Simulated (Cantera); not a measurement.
An isothermal, constant-pressure homogeneous reactor starts with CH4 : N2 = 1 : 6.6 (molar parts), at 1723 K and 39.8 Torr. Integrator tolerance rtol = 1e-08.

Computed with Cantera and GRI-Mech 3.0 (53 species, 325 reactions). GRI-Mech 3.0 stops at C3 and has no aromatics, soot or wall deposition, so with more carbon than oxygen in the feed, carbon stays in small species such as C2H2 where larger ones or solid carbon would form.

Problem. What does this change do: N2 6.6 to 10 parts?

Solution. 
```csv
quantity,before,after
x(CH4) at 20.0 s,0.000109 (gas-phase equilibrium 5.91e-5),6.32e-5 (gas-phase equilibrium 2.73e-5)
x(C2H2) at 20.0 s,0.0581 (gas-phase equilibrium 0.0214),0.0416 (gas-phase equilibrium 0.0124)
x(C2H6) at 20.0 s,4.60e-10 (gas-phase equilibrium 1.46e-10),2.02e-10 (gas-phase equilibrium 4.34e-11)
x(H2) at 20.0 s,0.174 (gas-phase equilibrium 0.174),0.125 (gas-phase equilibrium 0.125)
x(HCN) at 20.0 s,1.39e-5 (gas-phase equilibrium 0.0733),1.74e-5 (gas-phase equilibrium 0.0585)
x(C2H4) at 20.0 s,2.17e-5 (gas-phase equilibrium 8.01e-6),1.12e-5 (gas-phase equilibrium 3.32e-6)
```

Problem. What does this change do: CH4 1 to 0.31 parts?

Solution. 
```json
[
 {"quantity": "x(CH4) at 20.0 s", "before": "0.000109 (gas-phase equilibrium 5.91e-5)", "after": "2.37e-5 (gas-phase equilibrium 5.71e-6)"},
 {"quantity": "x(C2H2) at 20.0 s", "before": "0.0581 (gas-phase equilibrium 0.0214)", "after": "0.0214 (gas-phase equilibrium 0.00397)"},
 {"quantity": "x(C2H6) at 20.0 s", "before": "4.60e-10 (gas-phase equilibrium 1.46e-10)", "after": "5.01e-11 (gas-phase equilibrium 3.69e-12)"},
 {"quantity": "x(H2) at 20.0 s", "before": "0.174 (gas-phase equilibrium 0.174)", "after": "0.0643 (gas-phase equilibrium 0.0643)"},
 {"quantity": "x(HCN) at 20.0 s", "before": "1.39e-5 (gas-phase equilibrium 0.0733)", "after": "2.54e-5 (gas-phase equilibrium 0.0350)"},
 {"quantity": "x(C2H4) at 20.0 s", "before": "2.17e-5 (gas-phase equilibrium 8.01e-6)", "after": "2.96e-6 (gas-phase equilibrium 5.48e-7)"}
]
```
